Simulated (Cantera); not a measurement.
A closed system holds: 1 mol C₆H₆, 1.1 mol H₂O, 3.5 mol H₂, held at 29.0 bar.

These are equilibrium values from Cantera (NASA tables, ideal gas, pure condensed phases), not measurements of a reactor. Candidate condensed phases: C, C₆H₆, C₇H₈, C₈H₁₈, H₂O; 110 gas species. The numbers say what is thermodynamically allowed, not how fast it happens.

Task: At 1523 K, list the 6 most abundant gas species with their mole fractions, and the condensed phases.

Result: H₂ 0.822, CO 0.128, CH₄ 0.0452, H₂O 0.00444, CO₂ 0.000257, C₂H₄ 5.26e-5. Condensed: C(graphite).
